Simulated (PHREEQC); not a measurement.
Make-up at 75 °C: 13 mmol/kgw Cu(NO3)2, 5.22 mmol/kgw HCl and 0.075 mmol/kgw KCl. Closed to the air; pH follows from the charge balance.

Equilibrium calculation in PHREEQC: ion-association model, phreeqc.dat.

This is a speciation only: nothing precipitates in the calculation.

### Question
Predict the pH.

### Answer
pH 2.35.

### Question
In which forms is Cu present?

### Answer
Cu+2 95 %, CuCl+ 4.6 % of the Cu.

Constants without temperature data keep their 25 °C values here.
